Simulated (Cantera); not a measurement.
Input: 1 mol C2F6, 0.066 mol H2, 0.59 mol HCl, held at 1975 K.

Cantera equilibrium calculation (NASA polynomials, part measured and part estimated; ideal gas, pure solids and liquids). Candidate condensed phases: C, C6H6, C7H8, C8H18; 118 gas species. The feed counts by its element totals alone. Gases not in the tables: C2F6 and larger saturated fluorocarbons. Equilibrium is a limit: real reactors are often held back by kinetics, nucleation or transport.

Task: At 0.0390 Torr, list the 4 most abundant gas species with their mole fractions, and the condensed phases.

Result: F 0.548, CF2 0.180, HF 0.136, Cl 0.111. Condensed: C(graphite).
